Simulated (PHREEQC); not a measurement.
Dissolve 130 mmol/kgw HCl, 7 mmol/kgw AlCl3 and 0.034 mmol/kgw MnSO4 at 25 °C. Closed to the air; pH follows from the charge balance.

Computed with PHREEQC (ion-association model, wateq4f.dat).

No solid was allowed to form.

Task: Estimate the pH.

Result: pH 0.98.

Task: In which forms is S present?

Result: HSO4- 65 %, AlSO4+ 20 %, SO4-2 15 % of the S.
